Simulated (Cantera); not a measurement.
**Stirred combustor or abatement burner**

A perfectly stirred reactor is fed with CH4 : C2H6 : O2 : N2 = 1 : 1.3 : 6.55 : 24.6 (molar parts), equivalence ratio 1.0, at 0.260 bar; it is adiabatic with a 475 K inlet, and is followed from long to short residence time, starting on the burning branch (τ in s: 0.022, 0.01, 0.0047, 0.0022, 0.001, 0.00048, 0.00022, 0.0001, 4.8e-05).

Computed with Cantera and GRI-Mech 3.0 (53 species, 325 reactions).

| τ (s) | T (K) | x CH4 | x C2H6 | x O2 | x H2O | x HCO |
|---|---|---|---|---|---|---|
| 0.022 | 2133 | 5.27e-6 | 1.33e-6 | 0.0171 | 0.150 | 4.06e-7 |
| 0.010 | 2077 | 9.80e-6 | 2.76e-6 | 0.0193 | 0.146 | 8.59e-7 |
| 0.0047 | 2022 | 1.86e-5 | 5.56e-6 | 0.0214 | 0.143 | 1.76e-6 |
| 0.0022 | 1971 | 3.70e-5 | 1.15e-5 | 0.0234 | 0.140 | 3.63e-6 |
| 0.0010 | 1924 | 8.07e-5 | 2.53e-5 | 0.0258 | 0.137 | 7.83e-6 |
| 0.00048 | 1882 | 0.000182 | 5.71e-5 | 0.0293 | 0.136 | 1.65e-5 |
| 0.00022 | 1814 | 0.000567 | 0.000176 | 0.0379 | 0.135 | 3.93e-5 |
| 0.00010 | 475 | 0.0299 | 0.0389 | 0.196 | <1e-12 | <1e-12 |
| 4.8e-5 | 475 | 0.0299 | 0.0389 | 0.196 | <1e-12 | <1e-12 |
x: mole fraction; the columns are a selection and need not sum to one.
